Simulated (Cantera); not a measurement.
An adiabatic, constant-pressure homogeneous reactor starts with 13.4 % CH₄, 16.8 % O₂, 63.0 % N₂, 6.84 % CO₂, at 1350 K and 6.50 bar.

Detailed kinetics in Cantera: GRI-Mech 3.0 (53 species, 325 reactions).

**Question.** Predict: time of steepest temperature rise; temperature at 0.100 s; equilibrium temperature; x(O₂) at 0.100 s; x(CO₂) at 0.100 s; x(HCN) at 0.100 s.

**Answer.** 
```json
{
 "time_of_steepest_temperature_rise": "1.86 ms",
 "temperature at 0.100 s": "2529 K",
 "equilibrium_temperature": "2529 K",
 "x(O₂) at 0.100 s": "6.87e-5 (gas-phase equilibrium 6.87e-5)",
 "x(CO₂) at 0.100 s": "0.0603 (gas-phase equilibrium 0.0603)",
 "x(HCN) at 0.100 s": "9.99e-8 (gas-phase equilibrium 9.99e-8)"
}
```
